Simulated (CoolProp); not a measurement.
c-C4F8 (RC318) at 259.29 K and 0.265 MPa flows at 6.1 m/s in a round tube of 20 mm bore and 15 µm roughness, fully developed (64/Re and Nu = 3.66 if laminar; Colebrook and Gnielinski if turbulent). Each further row changes one setting.

Values from CoolProp's reference Helmholtz-energy equation of state, Platzer 1990. This equation is an older, rougher fit; its heat capacities, sound speeds and derivatives of the liquid may be far off and weren't checked against measurements.

```csv
case,Reynolds number,Darcy friction factor,pressure drop (Pa/m),heat-transfer coefficient (W/(m² K)),mass flow (kg/h)
as stated,302000,0.0195,29800,8000,11300
velocity 12.2 m/s,604000,0.0189,116000,15700,22700
diameter 40 mm,604000,0.0167,12700,7220,45400
```

Viscosity comes from a separate model (Huber 2003), an estimate that may be off by 10 % or more. Thermal conductivity comes from a separate model (Huber 2003), an estimate that may be off by 10 % or more.
